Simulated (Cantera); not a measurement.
Predominance diagram of Ba at 1552 °C against the partial pressures of O2 and F2 (log10, bar). Standard-state values (1 bar) from the NASA 1993 polynomials, evaluated with Cantera. Candidates: Ba(l), BaF2(l), BaO(s). Only these pure phases compete in this equilibrium. Not in the tables: the peroxide, oxide halides.

Question: Which phase is stable at these pairs, and which metal-bearing vapour leads over it? (-17, -16.9); (-7.8, -9.2); (-10.5, -16.9); (-9.2, -14.3); (-13.1, -6.7); (-7.8, -14.3); (-11.8, -4.1)

Answer: 
```
log p(O2)  log p(F2)    phase  chief vapour  log p (bar)
---------  ---------  -------  ------------  -----------
-17            -16.9  BaF2(l)          BaF2         -2.4
-7.8            -9.2  BaF2(l)          BaF2         -2.4
-10.5          -16.9  BaF2(l)          BaF2         -2.4
-9.2           -14.3  BaF2(l)          BaF2         -2.4
-13.1           -6.7  BaF2(l)          BaF2         -2.4
-7.8           -14.3  BaF2(l)          BaF2         -2.4
-11.8           -4.1  BaF2(l)          BaF2         -2.4
```
